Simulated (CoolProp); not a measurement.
Vapour-liquid equilibrium of n-butane (1) + R113 (2) at -30.15 °C; x and y are mole fractions of (1).

Model: multi-fluid Helmholtz-energy mixture model, Bücker 2006 and Marx 1992; pair parameters Bell 2016, in CoolProp.

```
x      bubble pressure (kPa)  y at the bubble point  dew pressure at overall composition x (kPa)  liquid density (mol/L)
-----  ---------------------  ---------------------  -------------------------------------------  ----------------------
0.05                   4.721                  0.436                                        2.934                   9.100
0.125                  7.370                  0.665                                        3.167                   9.214
0.2                    9.758                  0.766                                        3.441                   9.332
0.275                  11.92                  0.823                                        3.766                   9.454
0.35                   13.89                  0.861                                        4.159                   9.579
0.425                  15.70                  0.888                                        4.642                   9.708
0.5                    17.39                  0.909                                        5.253                   9.842
0.575                  19.00                  0.926                                        6.045                   9.980
0.65                   20.55                  0.941                                        7.116                   10.12
0.725                  22.07                  0.955                                        8.637                   10.27
0.8                    23.61                  0.967                                        10.95                   10.43
0.875                  25.19                  0.979                                        14.78                   10.59
0.95                   26.84                  0.992                                        21.54                   10.76
```

No azeotrope shows between x = 0.05 and 0.95.

The pair parameters rest on a limited set of measurements; away from them the model extrapolates.
